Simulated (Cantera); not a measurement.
Feed: 1 mol SiH₄, 1.8 mol H₂O, 180 mol N₂, held at 1.00 Torr.

Equilibrium computed with Cantera from the NASA thermochemical tables; the gas is ideal and each condensed phase is pure. Candidate condensed phases: H₂O, Si, SiO₂, Si₂N₂O, Si₃N₄; 35 gas species. N₂ is the only nitrogen source here; it is nearly inert below about 1500 K, so the nitride shown seldom forms there in practice. Rates play no part.

Question: Which condensed phases are stable at each of these points (T (K)): 623, 648, 673, 698, 723, 748, 773, 798, 823, 848, 873, 898?

Answer: 
| T (K) | condensed phases | Si condensed (%) |
|---|---|---|
| 623 | SiO₂(α-quartz) + Si₂N₂O(s) | 100.0 |
| 648 | SiO₂(α-quartz) + Si₂N₂O(s) | 100.0 |
| 673 | SiO₂(α-quartz) + Si₂N₂O(s) | 100.0 |
| 698 | SiO₂(α-quartz) + Si₂N₂O(s) | 100.0 |
| 723 | SiO₂(α-quartz) + Si₂N₂O(s) | 100.0 |
| 748 | SiO₂(α-quartz) + Si₂N₂O(s) | 100.0 |
| 773 | SiO₂(α-quartz) + Si₂N₂O(s) | 100.0 |
| 798 | SiO₂(α-quartz) + Si₂N₂O(s) | 100.0 |
| 823 | SiO₂(α-quartz) + Si₂N₂O(s) | 100.0 |
| 848 | SiO₂(β-quartz) + Si₂N₂O(s) | 100.0 |
| 873 | SiO₂(β-quartz) + Si₂N₂O(s) | 100.0 |
| 898 | SiO₂(β-quartz) + Si₂N₂O(s) | 100.0 |

From 623 K to 823 K the condensed part is SiO₂(α-quartz) + Si₂N₂O(s). From 848 K to 898 K the condensed part is SiO₂(β-quartz) + Si₂N₂O(s).
